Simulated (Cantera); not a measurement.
An isothermal plug-flow reactor at 850 K and 330 Torr (inlet), inlet velocity 0.61 m/s, active area per volume 2800 1/m; feed CH4 : O2 : N2 = 0.0021 : 0.01 : 0.79 (molar parts), equivalence ratio 0.42.

Cantera simulation using Deutschmann's 1995 Pt surface mechanism with GRI-Mech 3.0 gas chemistry; the numbers are that mechanism's predictions, not measurements. Catalytic surfaces can have several steady states; this one follows from the mechanism file's or the stated starting coverage. Mass transfer to the wall is taken as infinitely fast.

x: gas mole fraction; θ: surface coverage.

```json
[
 {"z (m)": "0.0007", "x CH4": "0.00228", "x O2": "0.0118", "x H2O": "0.000686", "x CO2": "0.000342", "x CO": "6.82e-7", "θ free Pt": "0.169", "θ O*": "0.831", "θ OH*": "…"},
 {"z (m)": "0.0012", "x CH4": "0.00205", "x O2": "0.0113", "x H2O": "0.00113", "x CO2": "0.000564", "x CO": "6.18e-7", "θ free Pt": "0.170", "θ O*": "0.829", "θ OH*": "…"},
 {"z (m)": "0.0019", "x CH4": "0.00177", "x O2": "0.0108", "x H2O": "0.00169", "x CO2": "0.000845", "x CO": "5.37e-7", "θ free Pt": "0.172", "θ O*": "0.827", "θ OH*": "…"},
 {"z (m)": "0.0032", "x CH4": "0.00134", "x O2": "0.00990", "x H2O": "0.00256", "x CO2": "0.00128", "x CO": "4.09e-7", "θ free Pt": "0.175", "θ O*": "0.824", "θ OH*": "…"},
 {"z (m)": "0.0054", "x CH4": "0.000808", "x O2": "0.00885", "x H2O": "0.00362", "x CO2": "0.00181", "x CO": "2.50e-7", "θ free Pt": "0.179", "θ O*": "0.819", "θ OH*": "…"},
 {"z (m)": "0.009", "x CH4": "0.000339", "x O2": "0.00791", "x H2O": "0.00456", "x CO2": "0.00228", "x CO": "1.06e-7", "θ free Pt": "0.184", "θ O*": "0.815", "θ OH*": "0.00144"},
 {"z (m)": "0.015", "x CH4": "7.45e-5", "x O2": "0.00738", "x H2O": "0.00509", "x CO2": "0.00254", "x CO": "2.35e-8", "θ free Pt": "0.186", "θ O*": "0.812", "θ OH*": "0.00153"},
 {"z (m)": "0.025", "x CH4": "5.70e-6", "x O2": "0.00724", "x H2O": "0.00522", "x CO2": "0.00261", "x CO": "1.81e-9", "θ free Pt": "0.187", "θ O*": "0.812", "θ OH*": "0.00155"},
 {"z (m)": "0.042", "x CH4": "7.15e-8", "x O2": "0.00723", "x H2O": "0.00524", "x CO2": "0.00262", "x CO": "2.30e-11", "θ free Pt": "0.187", "θ O*": "0.812", "θ OH*": "0.00155"},
 {"z (m)": "0.07", "x CH4": "2.90e-10", "x O2": "0.00723", "x H2O": "0.00524", "x CO2": "0.00262", "x CO": "<1e-12", "θ free Pt": "0.187", "θ O*": "0.812", "θ OH*": "0.00155"}
]
```

Problem. Fill in the missing entries.

Solution. 
- 0.0007, θ OH*: 0.000546
- 0.0012, θ OH*: 0.000700
- 0.0019, θ OH*: 0.000857
- 0.0032, θ OH*: 0.00106
- 0.0054, θ OH*: 0.00127
